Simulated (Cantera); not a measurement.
Cantera run:

```python
import numpy as np
import cantera as ct

gas_names = """
    Ca CaCL CaCL2 CaO CaOH CaO2H2 Ca2 CL CLO CL2 H HCL HOCL HO2 H2 H2O H2O2 O OH O2 O3
""".split()
cond_names = """
    Ca(a) Ca(b) Ca(L) CaCL2(s) CaCL2(L) CaO(s) CaO(L) CaO2H2(s) H2O(s) H2O(L)
""".split()


# ... load() reads the species with a 1 bar reference pressure and builds the phases ...
atoms = {
    'CaO': {'Ca': 1, 'O': 1},
    'HCl': {'H': 1, 'CL': 1},
    'H2': {'H': 2},
}
top_T = {}  # K; cautious upper limits of use, not melting points


# ... equilibrate(T, P, feed) seeds the gas with the atoms and calls Mixture.equilibrate('TP', solver="vcs", rtol=1e-11, max_steps=5000) ...
results = []
feed = {'CaO': 1, 'HCl': 19, 'H2': 0.55}  # mol
T = 1923  # K
P = 10000  # Pa
mix = equilibrate(T, P, feed)
results.append((T, P, feed, dict(zip(mix.species_names, mix.species_moles))))
print(gas.report(threshold=0.0001))
for i in range(1, mix.n_phases):
    print(f"{mix.phase(i).name:16s} {mix.phase_moles(i):12.5e} mol")
```

It prints:

```
       temperature   1923 K
          pressure   10000 Pa
           density   0.023857 kg/m^3
  mean mol. weight   38.144 kg/kmol
   phase of matter   gas

                          1 kg             1 kmol
                     ---------------   ---------------
          enthalpy       -1.5321e+06       -5.8438e+07  J
   internal energy       -1.9512e+06       -7.4427e+07  J
           entropy            7228.1         2.757e+05  J/K
    Gibbs function       -1.5432e+07       -5.8862e+08  J
 heat capacity c_p            979.42             37359  J/K
 heat capacity c_v            761.44             29044  J/K

                      mass frac. Y      mole frac. X     chem. pot. / RT
                     ---------------   ---------------   ---------------
             CaCL2           0.14799          0.050863            -77.19
                CL         0.0097861           0.01053           -21.882
                 H        1.4311e-05        0.00054152           -12.534
               HCL           0.81637           0.85412           -34.416
                H2         0.0017465          0.033045           -25.069
               H2O          0.023989          0.050792           -47.707
     [  +15 minor]        0.00010791        0.00011338

Ca(L)             0.00000e+00 mol
CaCL2(L)          0.00000e+00 mol
CaO(s)            0.00000e+00 mol
```

These are equilibrium values from Cantera (NASA tables, ideal gas, pure condensed phases), not measurements of a reactor.
